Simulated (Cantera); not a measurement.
Feed: 1 mol Si₂Cl₆, 1.4 mol HCl, 330 mol H₂, at 0.00133 bar.

Method: chemical equilibrium by Gibbs-energy minimisation in Cantera with the NASA 1993 tables (ideal gas, pure condensed phases). Candidate condensed phases: Si; 19 gas species. The feed counts by its element totals alone. Equilibrium is a limit: real reactors are often held back by kinetics, nucleation or transport. All values below are at 1448 K.

Base state: H₂ 0.979, HCl 0.0197, SiCl₂ 0.00122, H 0.000250 (mole fractions); condensed: Si(s).

Task: What changes in the equilibrium state with this change: H₂ from 330 to 16 mol?

Result: 
```csv
species,before,after
H₂,0.979,0.738
HCl,0.0197,0.164
SiCl₂,0.00122,0.0955
SiCl₄,2.93e-8,0.000212
SiCl₃,3.12e-6,0.00235
"Si(s), mol",1.59,0
```
The tables' values for SiCl₃, SiCl are old estimates; treat these amounts as uncertain.
